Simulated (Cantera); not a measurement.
A closed system holds: 1 mol CH3Cl, 4.1 mol H2, at 1250 °C.

Cantera equilibrium calculation (NASA polynomials, part measured and part estimated; ideal gas, pure solids and liquids). Candidate condensed phases: C, C6H6, C7H8, C8H18; 91 gas species. Rates play no part.

Q: At 0.240 bar, list the 4 most abundant gas species with their mole fractions, and the condensed phases.

A: H2 0.836, HCl 0.164, CH4 0.000386, H 4.31e-5. Condensed: C(graphite).
